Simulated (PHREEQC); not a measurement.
Make-up at 15 °C and 300 atm: 0.21 mol/kgw Cu(NO3)2, 0.0091 mol/kgw HNO3 and 8.6e-05 mol/kgw FeCl3. Closed to the air; pH follows from the charge balance.

The numbers come from PHREEQC with the ion-association model, phreeqc.dat.

| quantity | before | after |
|---|---|---|
| pH | 2.16 | 2.17 |
| Cl- (mol/kgw) | 0.000240 | 0.000153 |
| Fe+3 (mol/kgw) | 6.77e-5 | 1.79e-5 |
| FeOH+2 (mol/kgw) | 1.78e-5 | 6.39e-5 |
| CuCl+ (mol/kgw) | 1.77e-5 | 0.000105 |
| Fe(OH)2+ (mol/kgw) | 2.14e-7 | 3.86e-6 |
| SI of Goethite (FeOOH) | +1.95 | +2.92 |
| SI of Hematite (Fe2O3) | +5.82 | +7.98 |

Name the change that produced these shifts.
A. diluted 10-fold with water
B. temperature from 15 to 65 °C
C. FeCl3 from 8.6e-05 to 8.6e-06 mol/kgw
D. temperature from 15 to 45 °C

B, temperature from 15 to 65 °C

Precipitation was switched off in this run. Some of these states are supersaturated (in Hematite (slow to form), Goethite (slow to form), for instance). Under pressure, the constants of complexes without a molar volume in the database are unreliable. Constants without temperature data keep their 25 °C values here.
